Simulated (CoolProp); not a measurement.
Saturation properties of C2F6 (R116) (Tc = 293.0 K, pc = 3048 kPa, ω = 0.257).

Computed with CoolProp (reference Helmholtz-energy equation of state, Lemmon 2006). It is a short technical equation, of lower accuracy than the large ones.

```
T (K)  p (kPa)  liquid cp (kJ/(kg K))  liquid conductivity (mW/(m K))
-----  -------  ---------------------  ------------------------------
209.7    209.1                 0.9816                            70.3
213.4    246.6                 0.9929                            68.8
217      287.9                  1.004                            67.4
220.6    334.2                  1.017                            66.0
224.3    387.4                  1.030                            64.5
227.9    445.0                  1.044                            63.1
231.5    508.9                  1.058                            61.7
235.1    579.3                  1.074                            60.3
238.8    659.0                  1.092                            58.8
242.4    744.1                  1.111                            57.3
246      837.1                  1.131                            55.9
249.7    941.3                  1.155                            54.4
253.3     1052                  1.181                            52.9
256.9     1172                  1.211                            51.4
```

It boils at 195.1 K under 1 atm.

Thermal conductivity comes from a separate model (Huber 2003), an estimate that may be off by 10 % or more.
